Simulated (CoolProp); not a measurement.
Vapour-liquid equilibrium of hydrogen sulfide (1) + n-pentane (2) at 0.168 MPa; x and y are mole fractions of (1).

Model: multi-fluid Helmholtz-energy mixture model, Lemmon 2006 and Thol 2019; pair parameters Kunz 2012, in CoolProp.

```json
[
 {"x": "0.05", "bubble temperature (°C)": "22.8", "y at the bubble point": "0.631", "dew temperature at overall composition x (°C)": "50.0", "liquid density (mol/L)": "[?]"},
 {"x": "0.125", "bubble temperature (°C)": "-7.7", "y at the bubble point": "0.907", "dew temperature at overall composition x (°C)": "47.4", "liquid density (mol/L)": "[?]"},
 {"x": "0.2", "bubble temperature (°C)": "[?]", "y at the bubble point": "0.964", "dew temperature at overall composition x (°C)": "44.6", "liquid density (mol/L)": "10.56"},
 {"x": "0.275", "bubble temperature (°C)": "[?]", "y at the bubble point": "[?]", "dew temperature at overall composition x (°C)": "41.5", "liquid density (mol/L)": "11.30"},
 {"x": "0.35", "bubble temperature (°C)": "-38.8", "y at the bubble point": "[?]", "dew temperature at overall composition x (°C)": "38.3", "liquid density (mol/L)": "12.08"},
 {"x": "0.425", "bubble temperature (°C)": "-41.8", "y at the bubble point": "0.990", "dew temperature at overall composition x (°C)": "34.8", "liquid density (mol/L)": "12.93"},
 {"x": "0.5", "bubble temperature (°C)": "-43.4", "y at the bubble point": "0.991", "dew temperature at overall composition x (°C)": "30.9", "liquid density (mol/L)": "13.87"},
 {"x": "0.575", "bubble temperature (°C)": "-44.3", "y at the bubble point": "[?]", "dew temperature at overall composition x (°C)": "26.5", "liquid density (mol/L)": "14.96"},
 {"x": "0.65", "bubble temperature (°C)": "-45.0", "y at the bubble point": "0.993", "dew temperature at overall composition x (°C)": "21.5", "liquid density (mol/L)": "16.23"},
 {"x": "0.725", "bubble temperature (°C)": "-45.6", "y at the bubble point": "0.994", "dew temperature at overall composition x (°C)": "15.5", "liquid density (mol/L)": "17.75"},
 {"x": "0.8", "bubble temperature (°C)": "-46.4", "y at the bubble point": "0.994", "dew temperature at overall composition x (°C)": "8.1", "liquid density (mol/L)": "[?]"},
 {"x": "0.875", "bubble temperature (°C)": "-47.4", "y at the bubble point": "0.996", "dew temperature at overall composition x (°C)": "-2.0", "liquid density (mol/L)": "21.91"},
 {"x": "0.95", "bubble temperature (°C)": "-48.7", "y at the bubble point": "0.998", "dew temperature at overall composition x (°C)": "-19.0", "liquid density (mol/L)": "24.86"}
]
```

### Question
Complete the blanks.

### Answer

- 0.05, liquid density (mol/L): 8.899
- 0.125, liquid density (mol/L): 9.785
- 0.2, bubble temperature (°C): -24.4
- 0.275, bubble temperature (°C): -33.6
- 0.275, y at the bubble point: 0.981
- 0.35, y at the bubble point: 0.987
- 0.575, y at the bubble point: 0.992
- 0.8, liquid density (mol/L): 19.60

No azeotrope shows between x = 0.05 and 0.95.

The pair parameters rest on a limited set of measurements; away from them the model extrapolates. With so large a gap from Raoult's law the liquid may split in two, which this calculation doesn't test in full.
